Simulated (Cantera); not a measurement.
A closed system holds: 1 mol PbO, 0.17 mol H2, 14 mol N2, held at 54000 Pa.

Equilibrium computed with Cantera from the NASA thermochemical tables; the gas is ideal and each condensed phase is pure. Candidate condensed phases: H2O, Pb, PbO, PbO2, Pb3O4; 27 gas species. Each liquid is taken as pure. Mutual solubility and eutectic melting of coexisting phases are not modelled. Gases not in the tables: (PbO)n polymers. Kinetics and transport are ignored. All values below are at 1052 °C.

Base state: N2 0.980, H2O 0.0119, Pb 0.00668, PbO 0.00128 (mole fractions); condensed: Pb(l) + PbO(l).

### Question
What changes in the equilibrium state with this change: pressure from 54000 Pa to 2400 Pa?

### Answer
| species | before | after |
|---|---|---|
| N2 | 0.980 | 0.947 |
| PbO | 0.00128 | 0.0288 |
| Pb | 0.00668 | 0.0123 |
| H2O | 0.0119 | 0.0115 |
| O2 | 1.14e-7 | 0.000384 |
| NO | 3.82e-7 | 2.18e-5 |
| Pb(l), mol | 0.0745 | 0 |
| PbO(l), mol | 0.812 | 0.393 |

### Question
What changes in the equilibrium state with this change: PbO replaced by Hg?

### Answer
```tsv
species	before	after
N2	0.980	0.923
Hg	0	0.0659
H2	6.42e-6	0.0112
H2O	0.0119	0
Pb	0.00668	0
PbO	0.00128	0
Pb(l), mol	0.0745	0
PbO(l), mol	0.812	0
```
Further candidate phases: Hg.
